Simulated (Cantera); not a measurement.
A Cantera script and what it prints.

```python
import numpy as np
import cantera as ct

gas_names = """
    C CH CH2 CH3 CH2OH CH3O CH4 CH3OH CN CO CO2 COOH C2 C2H CHCO,ketyl C2H2,acetylene C2H2,vinylidene
    CH2CO,ketene C2H3,vinyl CH3CN CH3CO,acetyl C2H4 C2H4O,ethylen CH3CHO,ethanal CH3COOH (HCOOH)2 C2H5
    C2H6 CH3OCH3 C2H5OH CCN CNC C2N2 C2O C3 C3H3,propargyl C3H4,allene C3H4,propyne C3H4,cyclo-
    C3H5,allyl C3H6,propylene C3H6,cyclo- C3H6O C3H7,n-propyl C3H7,i-propyl C3H8 C3H8O,1propanol
    C3H8O,2propanol C3O2 C4 C4H2 C4H4,1,3-cyclo- C4H6,butadiene C4H6,2-butyne C4H6,cyclo- C4H8,1-butene
    C4H8,cis2-buten C4H8,tr2-butene C4H8,isobutene C4H8,cyclo- (CH3COOH)2 C4H9,n-butyl C4H9,i-butyl
    C4H9,s-butyl C4H9,t-butyl C4H10,isobutane C4H10,n-butane C4N2 C5 C5H6,1,3cyclo- C5H8,cyclo-
    C5H10,1-pentene C5H10,cyclo- C5H11,pentyl C5H11,t-pentyl C5H12,n-pentane C5H12,i-pentane
    CH3C(CH3)2CH3 C6H2 C6H5,phenyl C6H5O,phenoxy C6H6 C6H5OH,phenol C6H10,cyclo- C6H12,1-hexene
    C6H12,cyclo- C6H13,n-hexyl C7H7,benzyl C7H8 C7H8O,cresol C7H14,1-heptene C7H15,n-heptyl
    C7H16,n-heptane C8H8,styrene C8H10,ethylbenz C8H16,1-octene C8H17,n-octyl C8H18,isooctane
    C8H18,n-octane C9H19,n-nonyl C10H8,naphthale C10H21,n-decyl C12H9,o-bipheny C12H10,bipheny H HCN HCO
    HCCN HNC HNCO HNO HNO2 HNO3 HO2 H2 HCHO,formaldehy HCOOH H2O H2O2 N NCO NH NH2 NH3 NH2OH NO NO2 NO3
    N2 N2H2 N2H4 N2O O OH O2 O3 Si SiC SiC2 SiC4H12 SiH SiH2 SiH3 SiH4 SiN SiO SiO2 Si2 Si2C Si2N Si3
""".split()
cond_names = """
    C(gr) C6H6(L) C7H8(L) C8H18(L),n-octa H2O(s) H2O(L) Si(cr) Si(L) SiC(b) SiO2(Lqz) SiO2(hqz) SiO2(L)
    Si2N2O(s) Si3N4(a)
""".split()


def load(file, names, dense=False):
    # The tables refer to 1 bar. Condensed volumes are neglected.
    table = {s.name: s for s in ct.Species.list_from_file(file)}
    out = []
    for n in names:
        d = dict(table[n].input_data)
        d["thermo"] = dict(d["thermo"], **{"reference-pressure": 1e5})
        if dense:
            d["equation-of-state"] = {"model": "constant-volume", "density": "1e6 g/cm^3"}
        out.append(ct.Species.from_dict(d))
    return out


gas = ct.Solution(thermo="ideal-gas", species=load("nasa_gas.yaml", gas_names))
cond = {s.name: ct.Solution(thermo="fixed-stoichiometry", species=[s], name=s.name)
        for s in load("nasa_condensed.yaml", cond_names, dense=True)}
atoms = {
    'Si': {'Si': 1},
    'CO2': {'C': 1, 'O': 2},
    'N2': {'N': 2},
    'H2O': {'H': 2, 'O': 1},
}
top_T = {'C(gr)': 4500, 'SiC(b)': 3050, 'Si2N2O(s)': 2100, 'Si3N4(a)': 2400}  # K; cautious upper limits of use, not melting points


def equilibrate(T, P, feed):
    n = {}
    for name, mol in feed.items():
        for a, k in atoms[name].items():
            n[a] = n.get(a, 0.0) + k * mol
    gas.TPX = T, P, n
    mass = sum(n.values()) * gas.mean_molecular_weight
    gas.equilibrate("TP")
    valid = [c for c in cond.values() if c.min_temp <= T <= top_T.get(c.name, c.max_temp)]
    mix = ct.Mixture([(gas, mass / gas.mean_molecular_weight)] + [(c, 0.0) for c in valid])
    mix.T, mix.P = T, P
    mix.equilibrate("TP", solver="vcs", rtol=1e-11, max_steps=5000)
    return mix


results = []
feed = {'Si': 1, 'CO2': 0.07, 'N2': 150, 'H2O': 0.062}  # mol
T = 1425  # K
P = 1333.22  # Pa
mix = equilibrate(T, P, feed)
results.append((T, P, feed, dict(zip(mix.species_names, mix.species_moles))))
print(gas.report(threshold=1e-06))
for i in range(1, mix.n_phases):
    print(f"{mix.phase(i).name:16s} {mix.phase_moles(i):12.5e} mol")
```

It prints:

```
       temperature   1425 K
          pressure   1333.2 Pa
           density   0.0031511 kg/m^3
  mean mol. weight   28.003 kg/kmol
   phase of matter   gas

                          1 kg             1 kmol
                     ---------------   ---------------
          enthalpy        1.2764e+06        3.5743e+07  J
   internal energy        8.5328e+05        2.3895e+07  J
           entropy            9856.1          2.76e+05  J/K
    Gibbs function       -1.2769e+07       -3.5756e+08  J
 heat capacity c_p            1232.5             34515  J/K
 heat capacity c_v            935.61             26200  J/K

                      mass frac. Y      mole frac. X     chem. pot. / RT
                     ---------------   ---------------   ---------------
                CO        0.00025783        0.00025777           -48.516
                 H        4.3064e-08        1.1964e-06           -15.286
               HCN        7.6676e-06        7.9449e-06           -32.902
                H2        2.9521e-05        0.00041007           -30.571
                N2            0.9997           0.99932           -30.174
     [ +146 minor]         1.463e-06        9.7012e-07

C(gr)             0.00000e+00 mol
Si(cr)            0.00000e+00 mol
SiC(b)            3.02572e-02 mol
SiO2(hqz)         0.00000e+00 mol
Si2N2O(s)         1.63332e-01 mol
Si3N4(a)          2.14317e-01 mol
```

Method: chemical equilibrium by Gibbs-energy minimisation in Cantera with the NASA 1993 tables (ideal gas, pure condensed phases). N2 is the only nitrogen source here; it is nearly inert below about 1500 K, so the nitride shown seldom forms there in practice. Mutual solubility and eutectic melting of coexisting phases are not modelled.
